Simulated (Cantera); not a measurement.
A perfectly stirred reactor is fed with 8.17 % H2, 91.8 % O2, at 0.0267 bar; it is held at 975 K, and followed from long to short residence time.

Cantera simulation using GRI-Mech 3.0 (53 species, 325 reactions); the numbers are that mechanism's predictions, not measurements. Radical loss at walls, strong at low pressure, is not modelled. The temperature is held fixed by assumption; the heat of reaction is taken as removed at once.

Problem. Predict: x(H2) at τ = 5.20 s; x(O2) at τ = 5.20 s; x(O) at τ = 5.20 s; x(H2O2) at τ = 5.20 s; x(OH) at τ = 5.20 s; x(H2) at τ = 98.0 ms; x(O2) at τ = 98.0 ms; x(O) at τ = 98.0 ms; x(H2O2) at τ = 98.0 ms; x(OH) at τ = 98.0 ms.

Solution. 
```json
{
  "x(H2) at τ = 5.20 s": "0.000258",
  "x(O2) at τ = 5.20 s": "0.915",
  "x(O) at τ = 5.20 s": "0.000178",
  "x(H2O2) at τ = 5.20 s": "1.96e-7",
  "x(OH) at τ = 5.20 s": "0.000143",
  "x(H2) at τ = 98.0 ms": "0.00246",
  "x(O2) at τ = 98.0 ms": "0.913",
  "x(O) at τ = 98.0 ms": "0.00189",
  "x(H2O2) at τ = 98.0 ms": "4.80e-7",
  "x(OH) at τ = 98.0 ms": "0.000689"
}
```
